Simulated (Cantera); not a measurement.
An adiabatic, constant-volume homogeneous reactor starts with CH4 : C2H6 : O2 : N2 = 1 : 0.086 : 1.92 : 7.21 (molar parts), equivalence ratio 1.2, at 1175 K and 0.207 atm. Integrator tolerance rtol = 1e-08.

Cantera simulation using GRI-Mech 3.0 (53 species, 325 reactions); the numbers are that mechanism's predictions, not measurements.

```
quantity                                                            before                                    after
---------------------------------  ---------------------------------------  ---------------------------------------
time of steepest temperature rise                                  28.4 ms                                  1.34 ms
temperature at 0.300 s                                              2725 K                                   2781 K
equilibrium temperature                                             2725 K                                   2781 K
x(CH4) at 0.300 s                    <1e-12 (gas-phase equilibrium <1e-12)    <1e-12 (gas-phase equilibrium <1e-12)
x(C2H6) at 0.300 s                   <1e-12 (gas-phase equilibrium <1e-12)    <1e-12 (gas-phase equilibrium <1e-12)
x(O2) at 0.300 s                   0.00929 (gas-phase equilibrium 0.00929)    0.0121 (gas-phase equilibrium 0.0121)
x(N2O) at 0.300 s                  2.33e-7 (gas-phase equilibrium 2.33e-7)  2.60e-7 (gas-phase equilibrium 2.60e-7)
x(NO2) at 0.300 s                  6.92e-7 (gas-phase equilibrium 6.92e-7)  8.43e-7 (gas-phase equilibrium 8.43e-7)
x(OH) at 0.300 s                     0.0183 (gas-phase equilibrium 0.0183)    0.0227 (gas-phase equilibrium 0.0227)
x(O) at 0.300 s                    0.00535 (gas-phase equilibrium 0.00535)  0.00838 (gas-phase equilibrium 0.00838)
```

### Question
What was changed between the two runs?
(A) constant pressure in place of constant volume
(B) initial temperature 1175 to 1450 K
(C) pressure from 0.207 atm to 1.00 atm
(D) initial temperature 1175 to 1248 K

### Answer
B, initial temperature 1175 to 1450 K
